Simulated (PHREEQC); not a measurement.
Make-up at 25 °C: 0.0061 mol/kgw CO2. Closed to the air; pH follows from the charge balance.

Model: ion-association model, wateq4f.dat, run in PHREEQC.

This is a speciation only: nothing precipitates in the calculation.

What pH, ionic strength does the model give?

pH 4.29; ionic strength 5.23e-5 mol/kgw.

Species that the database lacks are ignored.
